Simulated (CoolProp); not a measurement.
R407C at 328.19 K and 3.76 MPa flows at 6.2 m/s in a round tube of 20 mm bore and 45 µm roughness, fully developed (64/Re and Nu = 3.66 if laminar; Colebrook and Gnielinski if turbulent). Each further row changes one setting.

Values from CoolProp's reference Helmholtz-energy equation of state, Lemmon 2003. It is a pseudo-pure fit of the blend.

```
case               Reynolds number  Darcy friction factor  pressure drop (Pa/m)  heat-transfer coefficient (W/(m² K))  mass flow (kg/h)
-----------------  ---------------  ---------------------  --------------------  ------------------------------------  ----------------
as stated                  1150000                 0.0243                 23500                                 20400              7060
velocity 12.4 m/s          2300000                 0.0242                 93800                                 40700             14100
diameter 40 mm             2300000                 0.0203                  9830                                 17700             28200
```

Viscosity comes from a separate model (Geller 2000). Thermal conductivity comes from a separate model (Geller 2001).
